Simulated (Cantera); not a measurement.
Input: 1 mol Zr, 0.54 mol H2O, 1.7 mol N2, held at 1400 K and 40.0 Pa.

These are equilibrium values from Cantera (NASA tables, ideal gas, pure condensed phases), not measurements of a reactor. Candidate condensed phases: H2O, Zr, ZrN, ZrO2; 28 gas species. Mutual solubility and eutectic melting of coexisting phases are not modelled. ZrN: taken at fixed stoichiometry. Condensed phases not in the tables: solid solutions among these carbides, nitrides and lower oxides. Kinetics and transport are ignored.

Base state: N2 0.712, H2 0.288, H 0.000130 (mole fractions); condensed: ZrN(s) + ZrO2(monoclinic).

Question: What changes in the equilibrium state with this change: temperature from 1400 K to 2625 K?

Answer: 
```json
[
 {"species": "N2", "before": "0.712", "after": "0.485"},
 {"species": "H", "before": "0.000130", "after": "0.311"},
 {"species": "ZrO", "before": "<1e-9", "after": "0.175"},
 {"species": "H2", "before": "0.288", "after": "0.0215"},
 {"species": "Zr", "before": "<1e-9", "after": "0.00672"},
 {"species": "ZrO2", "before": "<1e-9", "after": "0.00121"},
 {"species": "O", "before": "<1e-9", "after": "4.96e-5"},
 {"species": "N", "before": "<1e-9", "after": "3.07e-5"},
 {"species": "ZrN(s), mol", "before": "0.730", "after": "0.443"},
 {"species": "ZrO2(monoclinic), mol", "before": "0.270", "after": "0"}
]
```

Question: What changes in the equilibrium state with this change: temperature from 1400 K to 2700 K?

Answer: 
| species | before | after |
|---|---|---|
| N2 | 0.712 | 0.477 |
| H | 0.000130 | 0.317 |
| ZrO | <1e-9 | 0.170 |
| H2 | 0.288 | 0.0125 |
| Zr | <1e-9 | 0.0227 |
| ZrO2 | <1e-9 | 0.000416 |
| N | <1e-9 | 5.61e-5 |
| O | <1e-9 | 3.92e-5 |
| ZrN(s), mol | 0.730 | 0.390 |
| ZrO2(monoclinic), mol | 0.270 | 0 |
